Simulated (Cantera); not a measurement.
Source: NASA polynomial tables (part measured, part estimated), evaluated in Cantera. Values are per mole of reaction as written; species without (g) are pure solids or liquids, kept so even where they would boil at 1 bar.

Question: Between 300 and 900 K, where is each reaction favourable under standard conditions?
- Cl2(g) = 2 Cl(g)
- 2 O3(g) = 3 O2(g)

Answer: 
- Cl2(g) = 2 Cl(g): ΔG° is 210 kJ at 300 K and 142 kJ at 900 K; it stays positive (K < 1). ΔH° is 248 kJ and ΔS° 117 J/K at 900 K.
- 2 O3(g) = 3 O2(g): ΔG° is -325 kJ at 300 K and -408 kJ at 900 K; it stays negative (K > 1). ΔH° is -285 kJ and ΔS° 136 J/K at 900 K.
